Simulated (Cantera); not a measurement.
A perfectly stirred reactor is fed with NO : N2 = 1 : 0.33 (molar parts), at 0.150 bar; it is held at 1600 K, and followed from long to short residence time.

Computed with Cantera and GRI-Mech 3.0 (53 species, 325 reactions).

Q: What does this change do: NO 1 to 0.48 parts?

A: 
```
quantity                 before     after
---------------------  --------  --------
x(NO) at τ = 7.80 s       0.714     0.568
x(N2O) at τ = 7.80 s   0.000172  0.000110
x(NO2) at τ = 7.80 s   0.000349  0.000228
x(O) at τ = 7.80 s      6.22e-6   5.09e-6
x(O2) at τ = 7.80 s      0.0186    0.0118
x(NO) at τ = 96.0 ms      0.751     0.592
x(N2O) at τ = 96.0 ms  0.000110   6.85e-5
x(NO2) at τ = 96.0 ms  0.000118   8.11e-5
x(O) at τ = 96.0 ms     2.59e-6   2.21e-6
x(O2) at τ = 96.0 ms   0.000138   8.19e-5
```

Q: What does this change do: NO 1 to 0.16 parts?

A: 
| quantity | before | after |
|---|---|---|
| x(NO) at τ = 7.80 s | 0.714 | 0.319 |
| x(N2O) at τ = 7.80 s | 0.000172 | 3.50e-5 |
| x(NO2) at τ = 7.80 s | 0.000349 | 7.95e-5 |
| x(O) at τ = 7.80 s | 6.22e-6 | 3.12e-6 |
| x(O2) at τ = 7.80 s | 0.0186 | 0.00375 |
| x(NO) at τ = 96.0 ms | 0.751 | 0.326 |
| x(N2O) at τ = 96.0 ms | 0.000110 | 2.09e-5 |
| x(NO2) at τ = 96.0 ms | 0.000118 | 3.11e-5 |
| x(O) at τ = 96.0 ms | 2.59e-6 | 1.46e-6 |
| x(O2) at τ = 96.0 ms | 0.000138 | 2.14e-5 |

Q: What does this change do: pressure from 0.150 bar to 0.290 bar?

A: 
```tsv
quantity	before	after
x(NO) at τ = 7.80 s	0.714	0.685
x(N2O) at τ = 7.80 s	0.000172	0.000161
x(NO2) at τ = 7.80 s	0.000349	0.000608
x(O) at τ = 7.80 s	6.22e-6	5.49e-6
x(O2) at τ = 7.80 s	0.0186	0.0331
x(NO) at τ = 96.0 ms	0.751	0.751
x(N2O) at τ = 96.0 ms	0.000110	0.000141
x(NO2) at τ = 96.0 ms	0.000118	0.000196
x(O) at τ = 96.0 ms	2.59e-6	1.96e-6
x(O2) at τ = 96.0 ms	0.000138	0.000319
```
